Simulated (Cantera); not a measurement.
What does this Cantera script print?

```python
import numpy as np
import cantera as ct

gas_names = """
    I2 O2
""".split()
cond_names = """
    MgO(s) MgO(L) MgI2(s) MgI2(L)
""".split()


# ... load() reads the species with a 1 bar reference pressure and builds the phases ...
species = {s.name: s for s in load("nasa_gas.yaml", gas_names) + load("nasa_condensed.yaml", cond_names)}
# Each term lists the table entries of one substance; the one whose range holds T is used.
reactions = {
    '2 MgO + 2 I2(g) = 2 MgI2 + O2(g)':
        [(-2, ['MgO(s)', 'MgO(L)']), (-2, ['I2']), (2, ['MgI2(s)', 'MgI2(L)']), (1, ['O2'])],
}


def pick(names, T):
    return next(species[n] for n in names if species[n].thermo.min_temp <= T <= species[n].thermo.max_temp)


results = []
for label, terms in reactions.items():
    print(label)
    print("     T/K   dH/kJ  dS/(J/K)   dG/kJ   log10 K")
    for T in [448, 548, 648, 748, 848, 948, 1048, 1148, 1248, 1348, 1448]:
        used = [(nu, pick(names, T)) for nu, names in terms]
        dH = sum(nu * s.thermo.h(T) for nu, s in used) / 1e6
        dS = sum(nu * s.thermo.s(T) for nu, s in used) / 1e3
        dG = dH - T * dS / 1e3
        logK = -dG * 1e6 / (ct.gas_constant * T * np.log(10))
        results.append((label, T, dH, dS, dG, logK, [s.name for _, s in used]))
        print(f"{T:8g} {dH:8.1f} {dS:8.1f} {dG:8.1f} {logK:8.2f}")
```

Output:

```
2 MgO + 2 I2(g) = 2 MgI2 + O2(g)
     T/K   dH/kJ  dS/(J/K)   dG/kJ   log10 K
     448    348.0    -99.1    392.4   -45.75
     548    350.7    -93.7    402.0   -38.32
     648    353.5    -89.1    411.2   -33.14
     748    356.4    -84.8    419.9   -29.32
     848    359.5    -80.9    428.2   -26.37
     948    422.4    -11.6    433.4   -23.88
    1048    428.1     -5.9    434.3   -21.64
    1148    433.7     -0.8    434.6   -19.77
    1248    439.2      3.8    434.4   -18.18
    1348    444.5      7.9    433.9   -16.81
    1448    449.8     11.7    432.9   -15.62
```

Cantera with NASA thermochemical tables; ideal gases at 1 bar, condensed phases pure. Condensed species are held in their standard states even where they would react or evaporate.
